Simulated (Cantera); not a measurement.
A freely propagating, adiabatic, planar premixed flame of H2 : O2 : N2 = 1 : 0.833 : 2.67 (molar parts), equivalence ratio 0.60, unburnt at 375 K and 760 Torr; mixture-averaged transport, grid criteria slope 0.08 and curve 0.16, no radiation.

Cantera simulation using the H2/O2 subset of GRI-Mech 3.0, which has no nitrogen chemistry; the numbers are that mechanism's predictions, not measurements. Burning velocities carry a grid error of a few per cent, more on coarse grids. Lean hydrogen flames are cellular in practice and burn faster than this planar one.

x: mole fraction of selected species; z is measured from the peak of heat release.

```tsv
z (mm)	T (K)	u (m/s)	x H2	x O2	x H2O	x OH	x HO2	x H
-1.02	375	1.81	0.222	0.185	<1e-8	<1e-8	<1e-8	<1e-8
-0.678	375	1.81	0.222	0.185	2.35e-7	<1e-8	<1e-8	<1e-8
-0.508	375	1.81	0.221	0.185	3.07e-6	<1e-8	9.90e-8	<1e-8
-0.339	377	1.81	0.217	0.186	4.63e-5	<1e-8	1.80e-6	<1e-8
-0.169	436	2.03	0.190	0.191	0.00395	2.29e-5	0.000215	7.71e-6
-0.0847	723	3.26	0.144	0.184	0.0355	0.000737	0.000343	0.00144
0	___	4.93	___	___	___	___	___	___
0.0847	1402	6.16	0.0365	0.115	0.169	0.00603	8.83e-5	0.0149
0.169	1564	6.85	0.0176	0.0958	0.200	0.00919	5.94e-5	0.0142
0.339	1724	7.51	___	0.0874	0.217	0.0111	___	___
0.678	1854	8.03	0.00625	0.0852	0.227	0.0107	2.15e-5	0.00386
1.36	1940	8.36	0.00313	0.0847	0.235	0.00838	1.05e-5	0.00123
2.71	1987	8.53	0.00124	0.0850	0.240	0.00561	4.81e-6	0.000293
```

**Question.** Fill in the missing entries.

**Answer.** 
- 0, T (K): 1117
- 0, x H2: 0.0836
- 0, x O2: 0.154
- 0, x H2O: 0.103
- 0, x OH: 0.00214
- 0, x HO2: 0.000155
- 0, x H: 0.00877
- 0.339, x H2: 0.00997
- 0.339, x HO2: 3.76e-5
- 0.339, x H: 0.00882
